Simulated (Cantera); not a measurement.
## Carbon deposition, reforming and gasification: acetone + H₂ + N₂ + CO₂

Input: 1 mol acetone, 1.8 mol H₂, 0.35 mol N₂, 0.49 mol CO₂, held at 10.0 mbar.

Method: chemical equilibrium by Gibbs-energy minimisation in Cantera with the NASA 1993 tables (ideal gas, pure condensed phases). Candidate condensed phases: C, C₆H₆, C₇H₈, C₈H₁₈, H₂O; 136 gas species. The feed counts by its element totals alone. Equilibrium is a limit: real reactors are often held back by kinetics, nucleation or transport.

```json
[
 {"T (K)": "1973", "x H₂": "0.662", "x H": "0.0110", "x CO": "0.276", "x N₂": "0.0476", "x HCN": "0.00235", "x C₂H₂ (acetylene)": "0.000424", "x C₃": "1.41e-9", "n C(graphite)": "1.49"},
 {"T (K)": "2048", "x H₂": "0.656", "x H": "0.0181", "x CO": "0.275", "x N₂": "0.0470", "x HCN": "0.00311", "x C₂H₂ (acetylene)": "0.000687", "x C₃": "8.79e-9", "n C(graphite)": "1.48"},
 {"T (K)": "2123", "x H₂": "0.646", "x H": "0.0288", "x CO": "0.274", "x N₂": "0.0462", "x HCN": "0.00402", "x C₂H₂ (acetylene)": "0.00107", "x C₃": "4.79e-8", "n C(graphite)": "1.46"},
 {"T (K)": "2198", "x H₂": "0.632", "x H": "0.0443", "x CO": "0.272", "x N₂": "0.0453", "x HCN": "0.00506", "x C₂H₂ (acetylene)": "0.00160", "x C₃": "2.32e-7", "n C(graphite)": "1.45"},
 {"T (K)": "2273", "x H₂": "0.612", "x H": "0.0657", "x CO": "0.269", "x N₂": "0.0441", "x HCN": "0.00623", "x C₂H₂ (acetylene)": "0.00231", "x C₃": "1.01e-6", "n C(graphite)": "1.43"},
 {"T (K)": "2348", "x H₂": "0.587", "x H": "0.0946", "x CO": "0.265", "x N₂": "0.0426", "x HCN": "0.00747", "x C₂H₂ (acetylene)": "0.00321", "x C₃": "3.99e-6", "n C(graphite)": "1.40"},
 {"T (K)": "2423", "x H₂": "0.554", "x H": "0.132", "x CO": "0.259", "x N₂": "0.0410", "x HCN": "0.00874", "x C₂H₂ (acetylene)": "0.00428", "x C₃": "1.44e-5", "n C(graphite)": "1.37"},
 {"T (K)": "2498", "x H₂": "0.513", "x H": "0.178", "x CO": "0.253", "x N₂": "0.0390", "x HCN": "0.00997", "x C₂H₂ (acetylene)": "0.00550", "x C₃": "4.82e-5", "n C(graphite)": "1.33"},
 {"T (K)": "2573", "x H₂": "0.464", "x H": "0.234", "x CO": "0.245", "x N₂": "0.0369", "x HCN": "0.0111", "x C₂H₂ (acetylene)": "0.00677", "x C₃": "0.000150", "n C(graphite)": "1.29"},
 {"T (K)": "2648", "x H₂": "0.409", "x H": "0.297", "x CO": "0.236", "x N₂": "0.0346", "x HCN": "0.0119", "x C₂H₂ (acetylene)": "0.00796", "x C₃": "0.000435", "n C(graphite)": "1.23"},
 {"T (K)": "2723", "x H₂": "0.349", "x H": "0.366", "x CO": "0.226", "x N₂": "0.0323", "x HCN": "0.0125", "x C₂H₂ (acetylene)": "0.00893", "x C₃": "0.00119", "n C(graphite)": "1.16"},
 {"T (K)": "2798", "x H₂": "0.287", "x H": "0.435", "x CO": "0.216", "x N₂": "0.0299", "x HCN": "0.0128", "x C₂H₂ (acetylene)": "0.00951", "x C₃": "0.00308", "n C(graphite)": "1.05"},
 {"T (K)": "2873", "x H₂": "0.227", "x H": "0.501", "x CO": "0.205", "x N₂": "0.0275", "x HCN": "0.0126", "x C₂H₂ (acetylene)": "0.00961", "x C₃": "0.00757", "n C(graphite)": "0.838"}
]
```
x: gas mole fraction; n: condensed amount in mol.

From 1973 K to 2873 K the condensed part is C(graphite). The main C-bearing gas is CO throughout. The share of C in condensed phases is highest at 1973 K (42.6 %) and lowest at 2873 K (24.0 %).
